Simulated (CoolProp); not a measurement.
A single-stage vapour-compression cycle with R407C: evaporating at 272.15 K (dew point), condensing at 305.15 K (bubble point), superheat 10 K, subcooling 8 K, compressor efficiency 0.9, no pressure losses. Each further row changes one setting.

The numbers come from the reference Helmholtz-energy equation of state, Lemmon 2003 in CoolProp. It is a pseudo-pure fit of the blend.

```
case                              cooling COP  pressure ratio  discharge temperature (K)  refrigerating effect (kJ/kg)  volumetric capacity (kJ/m³)
--------------------------------  -----------  --------------  -------------------------  ----------------------------  ---------------------------
as stated                                5.49            3.22                      334.4                           183                         3300
evaporating temperature 277.15 K         6.57             ___                      332.2                           ___                          ___
condensing temperature 300.15 K          6.46             ___                      328.1                           191                         3440
subcooling 13 K                           ___            3.22                      334.4                           191                         3440
superheat 20 K                            ___            3.22                      344.4                           192                         3300
compressor efficiency 0.8                4.88            3.22                      338.2                           183                         3300
```

Q: What belongs in the gaps?

A: 
- evaporating temperature 277.15 K, pressure ratio: 2.71
- evaporating temperature 277.15 K, refrigerating effect (kJ/kg): 186
- evaporating temperature 277.15 K, volumetric capacity (kJ/m³): 3960
- condensing temperature 300.15 K, pressure ratio: 2.82
- subcooling 13 K, cooling COP: 5.72
- superheat 20 K, cooling COP: 5.48
